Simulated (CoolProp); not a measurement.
Vapour-liquid equilibrium of propane (1) + R114 (2) at 0.582 MPa; x and y are mole fractions of (1).

Computed with CoolProp (multi-fluid Helmholtz-energy mixture model, Lemmon 2009 and Platzer 1990; pair parameters Bell 2016). This equation is an older, rougher fit; its heat capacities, sound speeds and derivatives of the liquid may be far off and weren't checked against measurements.

```
x     bubble temperature (K)  y at the bubble point  dew temperature at overall composition x (K)  liquid density (mol/L)
----  ----------------------  ---------------------  --------------------------------------------  ----------------------
0.05                   327.1                  0.168                                         331.5                   8.038
0.2                    312.6                  0.499                                         325.9                   8.618
0.35                   302.6                  0.678                                         319.6                   9.155
0.5                    295.5                  0.787                                         312.5                   9.688
0.65                   290.0                  0.864                                         304.3                   10.24
0.8                    285.4                  0.926                                         294.6                   10.85
0.95                   281.3                  0.982                                         283.6                   11.53
```

No azeotrope shows between x = 0.05 and 0.95.

The pair parameters rest on a limited set of measurements; away from them the model extrapolates.
